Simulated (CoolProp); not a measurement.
Aqueous ethanol as a coolant, 16 % by mass, freezing at -8.1 °C, 1 atm.

Computed with CoolProp (Melinder's fits for secondary coolants).

```csv
T (°C),viscosity (mPa s),conductivity (W/(m K)),density (kg/m³),Prandtl number
-4.7,5.81,0.464,979.9,___
1.6,4.12,0.471,979.1,___
7.9,3.06,0.478,977.8,28.1
14.1,2.37,___,976.1,21.3
20.4,___,___,974.0,16.7
26.7,___,0.497,971.5,13.4
32.9,1.28,0.504,968.7,11.0
39.2,___,___,965.7,9.14
```

### Question
Some entries are withheld; supply them.

### Answer

- -4.7, Prandtl number: 55.3
- 1.6, Prandtl number: 38.6
- 14.1, conductivity (W/(m K)): 0.484
- 20.4, viscosity (mPa s): 1.89
- 20.4, conductivity (W/(m K)): 0.491
- 26.7, viscosity (mPa s): 1.54
- 39.2, viscosity (mPa s): 1.08
- 39.2, conductivity (W/(m K)): 0.510
